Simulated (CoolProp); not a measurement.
Properties of p-xylene at several states.

Model: reference Helmholtz-energy equation of state, Zhou 2012, in CoolProp.

```json
[
 {"T (°C)": "260.85", "p (kPa)": "8880", "phase": "liquid", "expansivity (1/kK)": "1.812", "fugacity coefficient": "0.1418"},
 {"T (°C)": "267.85", "p (kPa)": "141", "phase": "gas", "expansivity (1/kK)": "2.002", "fugacity coefficient": "0.9770"},
 {"T (°C)": "21.85", "p (kPa)": "158", "phase": "liquid", "expansivity (1/kK)": "1.007", "fugacity coefficient": "0.006245"},
 {"T (°C)": "86.05", "p (kPa)": "44.6", "phase": "liquid", "expansivity (1/kK)": "1.137", "fugacity coefficient": "0.4341"}
]
```
